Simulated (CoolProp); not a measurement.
Vapour-liquid equilibrium of n-hexane (1) + toluene (2) at 429.8 K; x and y are mole fractions of (1).

The numbers come from the multi-fluid Helmholtz-energy mixture model, Thol 2019 and Lemmon 2006; pair parameters Bell 2016 in CoolProp.

Task: Give the bubble pressure and the first vapour's composition at x = 0.125, 0.35, 0.95. Is there an azeotrope?

Result: x = 0.125: 409.0 kPa, y = 0.293; x = 0.35: 541.8 kPa, y = 0.572; x = 0.95: 832.2 kPa, y = 0.971. No azeotrope shows between x = 0.05 and 0.95.

The pair parameters rest on a limited set of measurements; away from them the model extrapolates.
